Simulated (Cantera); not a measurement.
A perfectly stirred reactor is fed with CH₄ : C₂H₆ : C₃H₈ : O₂ : N₂ = 1 : 1.5 : 0.59 : 6.37 : 24 (molar parts), at 0.380 bar; it is adiabatic with a 725 K inlet, and is followed from long to short residence time, starting on the burning branch (τ in s: 0.063, 0.027, 0.012, 0.0051, 0.0022, 0.00096, 0.00041, 0.00018, 7.7e-05, 3.4e-05, 1.5e-05, 6.3e-06).

Computed with Cantera and GRI-Mech 3.0 (53 species, 325 reactions). GRI-Mech 3.0 was tuned for natural gas; its chemistry of propane as a main component is partial and can be far from experiment.

Task: What does this change do: pressure from 0.380 bar to 15.0 bar?

Result: 
| quantity | before | after |
|---|---|---|
| blow-out, bracketed by the residence times tried | burning at 0.410 ms, out at 0.180 ms | burning at 34.0 µs, out at 15.0 µs |
| x(CH₄) at τ = 63.0 ms | 2.85e-5 | 0.000199 |
| x(C₂H₆) at τ = 63.0 ms | 6.05e-7 | 1.04e-7 |
| x(C₃H₈) at τ = 63.0 ms | 1.76e-7 | 2.94e-8 |
| x(OH) at τ = 63.0 ms | 0.00125 | 0.000108 |
| x(H₂O) at τ = 63.0 ms | 0.141 | 0.144 |
| x(CH₄) at τ = 0.410 ms | 0.00141 | 0.00404 |
| x(C₂H₆) at τ = 0.410 ms | 0.000109 | 2.08e-5 |
| x(C₃H₈) at τ = 0.410 ms | 2.81e-5 | 3.87e-6 |
| x(OH) at τ = 0.410 ms | 0.00164 | 0.000213 |
| x(H₂O) at τ = 0.410 ms | 0.141 | 0.154 |
The pressure lies above the range GRI-Mech 3.0 was tuned for (to about 10 atm).
